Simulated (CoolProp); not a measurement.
A closed Brayton cycle with carbon dioxide: compressor inlet 310.15 K and 9.1 MPa, high pressure 20.1 MPa, turbine inlet 935 K, compressor efficiency 0.89, turbine efficiency 0.9, recuperator effectiveness 0.95 (on enthalpy, no pinch check). Each further row changes one setting.

Values from CoolProp's reference Helmholtz-energy equation of state, Span 1996.

| case | thermal efficiency (%) | net work (kJ/kg) | compressor to turbine work | compressor exit (K) | turbine exit (K) |
|---|---|---|---|---|---|
| as stated | 38.4 | 103 | 0.15 | 334.8 | 831.5 |
| turbine inlet 885 K | … | 95.9 | 0.16 | 334.8 | 785.1 |
| compressor inlet 320.15 K | 39.0 | 90.9 | … | 374.2 | 831.5 |
| high pressure 17.1 MPa | 35.4 | 84.0 | 0.14 | … | … |
| recuperator effectiveness 0.5 | 19.0 | 103 | 0.15 | 334.8 | 831.5 |

Q: Some entries are withheld; supply them.

A: 
- turbine inlet 885 K, thermal efficiency (%): 37.1
- compressor inlet 320.15 K, compressor to turbine work: 0.25
- high pressure 17.1 MPa, compressor exit (K): 329.3
- high pressure 17.1 MPa, turbine exit (K): 852.1
